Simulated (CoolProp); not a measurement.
A single-stage vapour-compression cycle with R142b: evaporating at 220.15 K (dew point), condensing at 268.15 K (bubble point), superheat 2 K, subcooling 0 K, compressor efficiency 0.9, no pressure losses. Each further row changes one setting.

The numbers come from the reference Helmholtz-energy equation of state, Lemmon 2006 in CoolProp. It is a short technical equation, of lower accuracy than the large ones.

```tsv
case	cooling COP	pressure ratio	discharge temperature (K)	refrigerating effect (kJ/kg)	volumetric capacity (kJ/m³)
as stated	3.49	10.7	296.9	191	117
evaporating temperature 225.15 K	?	?	?	194	158
condensing temperature 263.15 K	3.98	8.73	290.3	197	121
subcooling 5 K	3.60	10.7	296.9	197	121
superheat 12 K	3.47	10.7	307.8	?	116
compressor efficiency 0.8	3.10	10.7	304.8	191	117
```

Task: Some entries are withheld; supply them.

Result: 
- evaporating temperature 225.15 K, cooling COP: 4.07
- evaporating temperature 225.15 K, pressure ratio: 7.88
- evaporating temperature 225.15 K, discharge temperature (K): 292.7
- superheat 12 K, refrigerating effect (kJ/kg): 198
